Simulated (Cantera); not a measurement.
## Stirred combustor or abatement burner

A perfectly stirred reactor is fed with CH₄ : H₂ : O₂ : N₂ = 1 : 0.4 : 1.38 : 5.17 (molar parts), at 7500 Torr; it is adiabatic with a 625 K inlet, and is followed from long to short residence time, starting on the burning branch (τ in s: 0.067, 0.031, 0.015, 0.0069, 0.0032, 0.0015, 0.00071, 0.00034, 0.00016, 7.4e-05, 3.5e-05, 1.6e-05).

Computed with Cantera and GRI-Mech 3.0 (53 species, 325 reactions).

```
τ (s)    T (K)     x CH₄    x H₂      x O₂   x C₂H₆   x H₂O₂
-------  -----  --------  ------  --------  -------  -------
0.067     2121  0.000522   0.102   3.50e-5  3.91e-8  3.10e-9
0.031     2123  0.000960   0.101   7.34e-5  1.38e-7  5.91e-9
0.015     2126   0.00159  0.0987  0.000146  4.03e-7  1.13e-8
0.0069    2129   0.00251  0.0949  0.000301  1.10e-6  2.31e-8
0.0032    2133   0.00365  0.0900  0.000607  2.67e-6  4.71e-8
0.0015    2134   0.00498  0.0843   0.00120  5.92e-6  9.57e-8
0.00071   2129   0.00655  0.0785   0.00232  1.26e-5  1.95e-7
0.00034   2114   0.00851  0.0730   0.00445  2.70e-5  4.03e-7
0.00016   2074    0.0116  0.0677   0.00908  6.74e-5  9.08e-7
7.4e-5     625     0.126  0.0503     0.174   <1e-12   <1e-12
3.5e-5     625     0.126  0.0503     0.174   <1e-12   <1e-12
1.6e-5     625     0.126  0.0503     0.174   <1e-12   <1e-12
```
x: mole fraction; the columns are a selection and need not sum to one.
